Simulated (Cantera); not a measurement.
## Adiabatic ignition

An adiabatic, constant-pressure homogeneous reactor starts with CH3OH : O2 : N2 : H2O = 1 : 2.46 : 9.25 : 1.5 (molar parts), equivalence ratio 0.61, at 1475 K and 4.93 atm.

Computed with Cantera and GRI-Mech 3.0 (53 species, 325 reactions). GRI-Mech 3.0 was tuned for natural gas; its chemistry of methanol as a main component is partial and can be far from experiment.

```csv
t (s),T (K),x CH3OH,x O2,x H2O,x HCN,x NO,x CH2O
2.00e-6,1475,0.0703,0.173,0.106,<1e-12,<1e-12,2.69e-5
6.54e-6,1475,0.0702,0.173,0.106,<1e-12,<1e-12,0.000124
2.14e-5,1476,0.0691,0.172,0.106,<1e-12,<1e-12,0.00108
7.00e-5,2290,<1e-12,0.0706,0.215,1.30e-11,1.45e-5,2.34e-10
0.000229,2490,<1e-12,0.0645,0.228,4.74e-12,0.000255,1.81e-11
0.000749,2489,<1e-12,0.0641,0.228,5.60e-12,0.000982,1.80e-11
0.00245,2486,<1e-12,0.0631,0.229,7.93e-12,0.00311,1.77e-11
0.00801,2479,<1e-12,0.0610,0.229,1.19e-11,0.00747,1.71e-11
0.0262,2474,<1e-12,0.0596,0.229,1.40e-11,0.0103,1.67e-11
0.0857,2474,<1e-12,0.0596,0.229,1.41e-11,0.0104,1.67e-11
0.280,2474,<1e-12,0.0596,0.229,1.41e-11,0.0104,1.67e-11
0.917,2474,<1e-12,0.0596,0.229,1.41e-11,0.0104,1.67e-11
3.00,2474,<1e-12,0.0596,0.229,1.41e-11,0.0104,1.67e-11
```
x: mole fraction; the columns are a selection and need not sum to one.

| Property | Result |
|---|---|
| time of steepest temperature rise | 64.0 µs |
| temperature at 3.00 s | 2474 K |
| equilibrium temperature | 2474 K |
| x(CH3OH) at 3.00 s | <1e-12 (gas-phase equilibrium <1e-12) |
| x(O2) at 3.00 s | 0.0596 (gas-phase equilibrium 0.0596) |
| x(H2O) at 3.00 s | 0.229 (gas-phase equilibrium 0.229) |
